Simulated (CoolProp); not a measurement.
The numbers come from the reference Helmholtz-energy equation of state, Lemmon 2006 in CoolProp. It is a short technical equation, of lower accuracy than the large ones.

Task: For toluene, give the phase and the cp (kJ/(kg K)), cv (kJ/(kg K)), isothermal compressibility (1/MPa), conductivity (mW/(m K)) at 240.45 °C and 4.84 MPa.

Result: 
- 240.45 °C and 4.84 MPa: liquid; cp 2.52, cv 1.92, isothermal compressibility 0.00735, conductivity 84.4

Thermal conductivity comes from a separate model (Assael 2012).
